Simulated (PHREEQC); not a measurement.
3.8 g of hydrous ferric oxide (600 m²/g; 0.2 weak and 0.005 strong sites per Fe, Dzombak-Morel constants, diffuse double layer) in 1 kg of water with 0.005 mol/kgw of an inert sodium salt, at 25 °C; the pH is set by adding NaOH or the inert anion's acid. O2 is buffered at 0.21 atm. CO2 from the air is kept out. Nothing may precipitate in this run.

Model: ion-association model, wateq4f.dat, run in PHREEQC.

```tsv
pH	surface charge σ (C/m²)	surface potential ψ (mV)
3	0.320	206
3.67	0.243	197
4.33	0.161	180
5	0.097	156
5.67	?	129
6.33	0.028	97
7	0.013	62
7.67	0.004	?
8.33	?	-12
9	-0.009	-50
9.67	-0.022	-86
10.33	-0.044	-118
11	-0.085	-146
```

What belongs in the gaps?


- 5.67, surface charge σ (C/m²): 0.053
- 7.67, surface potential ψ (mV): 25
- 8.33, surface charge σ (C/m²): -0.002

Complexes and solids missing from the database can't appear. The oxide is taken as insoluble; below pH 4 it would dissolve.
